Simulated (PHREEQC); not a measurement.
1 kg of water holding 0.25 mol/kgw CaCl2, 0.007 mol/kgw MgCl2, 0.57 mol/kgw KCl and 0.02 mol/kgw SrCl2 is evaporated at 25 °C; the solids stay in contact with the brine. The system is closed to CO2. Solids allowed: Bischofite, Brucite, Carnallite, Portlandite, Sylvite, MgCl2_4H2O. Others were left out.

The numbers come from PHREEQC with the Pitzer model, pitzer.dat.

```json
[
 {"water left (kg)": "1", "ionic strength": "1.40", "water activity": "0.968", "Sylvite (mol)": "0", "Mg in solution (mol/kgw)": "0.00700", "Ca in solution (mol/kgw)": "0.250", "Sr in solution (mol/kgw)": "0.0200"},
 {"water left (kg)": "0.6755", "ionic strength": "2.07", "water activity": "0.952", "Sylvite (mol)": "0", "Mg in solution (mol/kgw)": "0.0104", "Ca in solution (mol/kgw)": "0.370", "Sr in solution (mol/kgw)": "0.0296"},
 {"water left (kg)": "0.4563", "ionic strength": "3.07", "water activity": "0.927", "Sylvite (mol)": "0", "Mg in solution (mol/kgw)": "0.0153", "Ca in solution (mol/kgw)": "0.548", "Sr in solution (mol/kgw)": "0.0438"},
 {"water left (kg)": "0.3082", "ionic strength": "4.55", "water activity": "0.886", "Sylvite (mol)": "0", "Mg in solution (mol/kgw)": "0.0227", "Ca in solution (mol/kgw)": "0.811", "Sr in solution (mol/kgw)": "0.0649"},
 {"water left (kg)": "0.2082", "ionic strength": "6.73", "water activity": "0.821", "Sylvite (mol)": "0", "Mg in solution (mol/kgw)": "0.0336", "Ca in solution (mol/kgw)": "1.20", "Sr in solution (mol/kgw)": "0.0961"},
 {"water left (kg)": "0.1711", "ionic strength": "7.76", "water activity": "0.790", "Sylvite (mol)": "0.0722", "Mg in solution (mol/kgw)": "0.0409", "Ca in solution (mol/kgw)": "1.46", "Sr in solution (mol/kgw)": "0.117"},
 {"water left (kg)": "0.1156", "ionic strength": "9.36", "water activity": "0.740", "Sylvite (mol)": "0.319", "Mg in solution (mol/kgw)": "0.0605", "Ca in solution (mol/kgw)": "2.16", "Sr in solution (mol/kgw)": "0.173"},
 {"water left (kg)": "0.07809", "ionic strength": "12.0", "water activity": "0.639", "Sylvite (mol)": "0.463", "Mg in solution (mol/kgw)": "0.0896", "Ca in solution (mol/kgw)": "3.20", "Sr in solution (mol/kgw)": "0.256"},
 {"water left (kg)": "0.05275", "ionic strength": "16.5", "water activity": "0.453", "Sylvite (mol)": "0.530", "Mg in solution (mol/kgw)": "0.133", "Ca in solution (mol/kgw)": "4.74", "Sr in solution (mol/kgw)": "0.379"}
]
```

Sylvite from water left = 0.1711 kg.
